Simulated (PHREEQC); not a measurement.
A solution holds 36 mmol/kgw HF, 1.5 mmol/kgw NH4HF2 and 0.029 mmol/kgw H4SiO4, at 20 °C. Closed to the air; pH follows from the charge balance.

Model: ion-association model, wateq4f.dat, run in PHREEQC.

Precipitation was switched off in this run.

Q: Order these F species by the share of F that they hold, largest first: F-, HF2-, SiF6-2, H2F2, HF.

A: HF (71 %), F- (14 %), H2F2 (12 %), HF2- (2.8 %), SiF6-2 (0.45 %)

The pH is 2.39 and the ionic strength 0.00596 mol/kgw. Species that the database lacks are ignored. wateq4f.dat counts part of the HF as a dimer, H2F2, which phreeqc.dat doesn't know; its constant is uncertain. SiF6-2 is the database's only silicon fluoride.
